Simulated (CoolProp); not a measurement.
Properties of dry air along the isotherm 139.4 K (Tc = 132.5 K, pc = 3786 kPa, ω = 0.034).

Model: reference Helmholtz-energy equation of state, Lemmon 2000, in CoolProp. It is a pseudo-pure fit of the blend.

| p (kPa) | phase | cp (kJ/(kg K)) | isothermal compressibility (1/MPa) | expansivity (1/kK) | viscosity (µPa s) |
|---|---|---|---|---|---|
| 379 | gas | 1.051 | 2.720 | 7.852 | 9.77 |
| 757 | gas | 1.108 | 1.409 | 8.652 | 9.86 |
| 1140 | gas | 1.177 | 0.9727 | 9.624 | 9.99 |
| 1510 | gas | 1.257 | 0.7667 | 10.77 | 10.1 |
| 1890 | gas | 1.361 | 0.6448 | 12.25 | 10.3 |
| 2270 | gas | 1.494 | 0.5705 | 14.15 | 10.6 |
| 2650 | gas | 1.672 | 0.5260 | 16.70 | 10.9 |
| 3030 | gas | 1.923 | 0.5037 | 20.28 | 11.3 |
| 3410 | gas | 2.302 | 0.5026 | 25.65 | 11.8 |
| 3790 | supercritical | 2.934 | 0.5279 | 34.49 | 12.6 |
| 4160 | supercritical | 4.101 | 0.5937 | 50.54 | 13.7 |
| 4540 | supercritical | 6.680 | 0.7260 | 84.99 | 15.7 |
| 4920 | supercritical | 9.121 | 0.6759 | 112.8 | 19.4 |
| 5300 | supercritical | 7.200 | 0.3630 | 79.80 | 23.7 |
| 5680 | supercritical | 5.497 | 0.2044 | 53.92 | 27.0 |

The peak of cp marks the crossing from liquid-like to gas-like fluid above the critical point.

Viscosity comes from a separate model (Lemmon 2004).
